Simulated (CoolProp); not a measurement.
Vapour-liquid equilibrium of n-hexane (1) + benzene (2) at 2.41 bar; x and y are mole fractions of (1).

Model: multi-fluid Helmholtz-energy mixture model, Thol 2019 and Thol 2012; pair parameters Bell 2016, in CoolProp.

Question: Give the bubble temperature and the first vapour's composition at x = 0.05, 0.275, 0.875. Is there an azeotrope?

Answer: x = 0.05: 109.2 °C, y = 0.091; x = 0.275: 103.6 °C, y = 0.372; x = 0.875: 99.1 °C, y = 0.877. y crosses x between x = 0.875 and 0.95: the model has an azeotrope there.

Pair parameters are fitted to limited data, so mixtures are less certain than the pure fluids.
